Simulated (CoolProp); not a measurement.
Vapour-liquid equilibrium of ethylbenzene (1) + n-nonane (2) at 533.1 K; x and y are mole fractions of (1).

The numbers come from the multi-fluid Helmholtz-energy mixture model, Zhou 2012 and Lemmon 2006; pair parameters Bell 2016 in CoolProp.

Question: Give the bubble pressure and the first vapour's composition at x = 0.2, 0.5, 0.8. Is there an azeotrope?

Answer: x = 0.2: 1002 kPa, y = 0.236; x = 0.5: 1095 kPa, y = 0.545; x = 0.8: 1163 kPa, y = 0.818. No azeotrope shows between x = 0.05 and 0.95.

The pair parameters rest on a limited set of measurements; away from them the model extrapolates.
